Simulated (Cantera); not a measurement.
Input: 1 mol CH₃OH, 0.14 mol CO₂, at 1900 K and 0.000950 bar.

Method: chemical equilibrium by Gibbs-energy minimisation in Cantera with the NASA 1993 tables (ideal gas, pure condensed phases). Candidate condensed phases: C, C₆H₆, C₇H₈, C₈H₁₈, H₂O; 110 gas species. Rates play no part.

Base state: H₂ 0.582, CO 0.354, H₂O 0.0385, H 0.0196, CO₂ 0.00556, OH 0.000107 (mole fractions); condensed: gas only.

Question: What changes in the equilibrium state with this change: CH₃OH replaced by toluene?

Answer: 
```tsv
species	before	after
H₂	0.582	0.910
CO	0.354	0.0646
H	0.0196	0.0246
H₂O	0.0385	9.97e-9
CO₂	0.00556	<1e-9
C₂H₂ (acetylene)	<1e-9	0.000348
OH	0.000107	<1e-9
C(graphite), mol	0	6.86
```

Question: What changes in the equilibrium state with this change: CH₃OH replaced by C₂H₄?

Answer: 
| species | before | after |
|---|---|---|
| H₂ | 0.582 | 0.855 |
| CO | 0.354 | 0.121 |
| H | 0.0196 | 0.0238 |
| H₂O | 0.0385 | 1.76e-8 |
| CO₂ | 0.00556 | <1e-9 |
| C₂H₂ (acetylene) | <1e-9 | 0.000326 |
| OH | 0.000107 | <1e-9 |
| C(graphite), mol | 0 | 1.86 |

Question: What changes in the equilibrium state with this change: CO₂ from 0.14 to 0.021 mol?

Answer: 
```
species    before     after
-------  --------  --------
H₂          0.582     0.639
CO          0.354     0.334
H          0.0196    0.0206
H₂O        0.0385   0.00611
CO₂       0.00556  0.000758
OH       0.000107   1.62e-5
```
